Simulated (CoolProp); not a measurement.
Vapour-liquid equilibrium of CH2F2 (R32) (1) + R1234yf (2) at 309 kPa; x and y are mole fractions of (1).

The numbers come from the multi-fluid Helmholtz-energy mixture model, Tillner-Roth 1997 and Lemmon 2022; pair parameters Bell 2023 in CoolProp.

| x | bubble temperature (K) | y at the bubble point | dew temperature at overall composition x (K) | liquid density (mol/L) |
|---|---|---|---|---|
| 0.05 | 269.0 | 0.149 | 271.3 | 10.67 |
| 0.125 | 264.4 | 0.322 | 269.5 | [?] |
| 0.2 | 260.7 | 0.450 | 267.7 | 11.75 |
| 0.275 | 257.7 | [?] | 265.7 | 12.32 |
| 0.35 | 255.3 | 0.620 | 263.6 | 12.94 |
| 0.425 | 253.4 | 0.678 | 261.5 | 13.61 |
| 0.5 | 251.8 | 0.726 | 259.2 | 14.34 |
| 0.575 | 250.5 | 0.767 | 256.8 | 15.14 |
| 0.65 | 249.5 | 0.804 | 254.3 | 16.03 |
| 0.725 | 248.5 | 0.840 | 251.9 | 17.02 |
| 0.8 | 247.7 | [?] | 249.6 | 18.14 |
| 0.875 | 247.0 | 0.916 | 247.8 | 19.41 |
| 0.95 | 246.5 | 0.963 | 246.6 | 20.87 |

### Question
Fill in the missing entries.

### Answer

- 0.125, liquid density (mol/L): 11.20
- 0.275, y at the bubble point: 0.546
- 0.8, y at the bubble point: 0.876

No azeotrope shows between x = 0.05 and 0.95.

The pair parameters rest on a limited set of measurements; away from them the model extrapolates.
